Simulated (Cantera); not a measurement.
Equilibrium for chlorosilane synthesis and conversion: Si + H2 + Cl2

Charge: 1 mol Si, 2.6 mol H2, 1 mol Cl2, at 1125 K.

Cantera equilibrium calculation (NASA polynomials, part measured and part estimated; ideal gas, pure solids and liquids). Candidate condensed phases: Si; 19 gas species. The tables' values for SiCl3 are old estimates; treat these amounts as uncertain. Gases not in the tables: Si2H6 and higher silanes. Equilibrium is a limit: real reactors are often held back by kinetics, nucleation or transport.

```tsv
P (Pa)	x H2	x SiCl4	x SiHCl3	x HCl	x SiH2Cl2	x SiCl3	n Si(s)
10000	0.789	0.114	0.0309	0.0505	0.00103	0.00797	0.497
23000	0.794	0.114	0.0382	0.0412	0.00157	0.00647	0.488
51000	0.798	0.112	0.0461	0.0337	0.00233	0.00523	0.478
120000	0.800	0.108	0.0557	0.0270	0.00352	0.00411	0.466
260000	0.800	0.103	0.0652	0.0220	0.00506	0.00327	0.454
590000	0.799	0.0966	0.0761	0.0176	0.00737	0.00254	0.441
1300000	0.796	0.0890	0.0872	0.0141	0.0105	0.00196	0.426
3000000	0.792	0.0801	0.0990	0.0111	0.0150	0.00147	0.408
```
x: gas mole fraction; n: condensed amount in mol.

From 0.100 bar to 30.0 bar the condensed part is Si(s). The main Si-bearing gas is SiCl4 at 0.100 bar and SiHCl3 at 30.0 bar. The share of Si in condensed phases is highest at 0.100 bar (49.7 %) and lowest at 30.0 bar (40.8 %).
